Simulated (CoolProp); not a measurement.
Properties of 1-butene along the isotherm 251.85 °C (Tc = 146.1 °C, pc = 4.006 MPa, ω = 0.192).

Computed with CoolProp (reference Helmholtz-energy equation of state, Lemmon 2005). It is a short technical equation, of lower accuracy than the large ones.

| p (MPa) | phase | density (kg/m³) | cv (kJ/(kg K)) | isothermal compressibility (1/MPa) | fugacity coefficient |
|---|---|---|---|---|---|
| 0.429 | gas | 5.614 | 2.245 | 2.373 | 0.9824 |
| 0.858 | gas | 11.44 | 2.249 | 1.209 | 0.9651 |
| 1.29 | gas | 17.53 | ? | 0.8201 | ? |
| 1.72 | gas | ? | 2.259 | 0.6276 | ? |
| 2.15 | gas | 30.40 | 2.265 | 0.5127 | ? |
| 2.58 | gas | 37.24 | 2.270 | 0.4365 | 0.8977 |
| 3 | gas | 44.21 | 2.275 | 0.3835 | 0.8818 |
| 3.43 | gas | 51.67 | 2.281 | 0.3430 | 0.8657 |
| 3.86 | gas | 59.46 | 2.286 | 0.3116 | 0.8499 |
| 4.29 | supercritical | 67.61 | 2.292 | 0.2867 | 0.8344 |
| 4.72 | supercritical | 76.13 | 2.298 | 0.2662 | 0.8191 |
| 5.15 | supercritical | 85.04 | 2.303 | 0.2490 | 0.8041 |
| 5.58 | supercritical | 94.34 | 2.309 | 0.2341 | 0.7893 |
| 6.01 | supercritical | 104.0 | 2.314 | 0.2210 | 0.7749 |

Q: What belongs in the gaps?

A: 
- 1.29, cv (kJ/(kg K)): 2.254
- 1.29, fugacity coefficient: 0.9478
- 1.72, density (kg/m³): 23.83
- 1.72, fugacity coefficient: 0.9309
- 2.15, fugacity coefficient: 0.9142
